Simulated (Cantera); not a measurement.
Charge: 1 mol Cr, a varied amount of N₂O, equilibrated at 1525 °C and 10.0 mbar.

These are equilibrium values from Cantera (NASA tables, ideal gas, pure condensed phases), not measurements of a reactor. Candidate condensed phases: Cr, CrN, Cr₂N, Cr₂O₃; 14 gas species. Rates play no part.

Q: At 14 mol N₂O, list the 6 most abundant gas species with their mole fractions, and the condensed phases.

A: N₂ 0.689, O₂ 0.306, NO 0.00466, O 0.000661, CrO₂ 3.05e-5, CrO₃ 1.62e-5. Condensed: Cr₂O₃(s).
